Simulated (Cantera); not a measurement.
A freely propagating, adiabatic, planar premixed flame of H2 : O2 : N2 = 1 : 0.806 : 3.03 (molar parts), equivalence ratio 0.62, unburnt at 573 K and 750 Torr; mixture-averaged transport, grid criteria slope 0.08 and curve 0.16, no radiation.

Detailed kinetics in Cantera: the H2/O2 subset of GRI-Mech 3.0, which has no nitrogen chemistry. Burning velocities carry a grid error of a few per cent, more on coarse grids. Lean hydrogen flames are cellular in practice and burn faster than this planar one.

### Question
What does this change do: inlet temperature 573 to 523 K?

### Answer
```
quantity                    before     after
------------------------  --------  --------
laminar burning velocity  405 cm/s  322 cm/s
thermal thickness         0.421 mm  0.405 mm
peak x(H2O2)               2.33e-5   3.26e-5
peak x(O)                   0.0118    0.0106
peak x(H)                   0.0223    0.0195
peak x(HO2)               0.000312  0.000339
```

### Question
What does this change do: H2 1 to 1.3 parts?

### Answer
```json
[
 {"quantity": "laminar burning velocity", "before": "405 cm/s", "after": "568 cm/s"},
 {"quantity": "thermal thickness", "before": "0.421 mm", "after": "0.447 mm"},
 {"quantity": "peak x(H2O2)", "before": "2.33e-5", "after": "2.06e-5"},
 {"quantity": "peak x(O)", "before": "0.0118", "after": "0.0141"},
 {"quantity": "peak x(H)", "before": "0.0223", "after": "0.0406"},
 {"quantity": "peak x(HO2)", "before": "0.000312", "after": "0.000319"}
]
```
